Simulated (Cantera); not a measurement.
A closed system holds: 1 mol CH2F2, 1.2 mol H2, held at 925 °C and 1.00 bar.

Equilibrium computed with Cantera from the NASA thermochemical tables; the gas is ideal and each condensed phase is pure. Candidate condensed phases: C, C6H6, C7H8, C8H18; 95 gas species. Rates play no part.

Base state: HF 0.626, H2 0.371, CH4 0.00221 (mole fractions); condensed: C(graphite).

Q: What changes in the equilibrium state with this change: CH2F2 replaced by CH3F?

A: 
```csv
species,before,after
H2,0.371,0.678
HF,0.626,0.315
CH4,0.00221,0.00737
"C(graphite), mol",0.993,0.977
```

Q: What changes in the equilibrium state with this change: H2 from 1.2 to 4.1 mol?

A: 
```json
[
 {"species": "H2", "before": "0.371", "after": "0.663"},
 {"species": "HF", "before": "0.626", "after": "0.330"},
 {"species": "CH4", "before": "0.00221", "after": "0.00704"},
 {"species": "C(graphite), mol", "before": "0.993", "after": "0.957"}
]
```
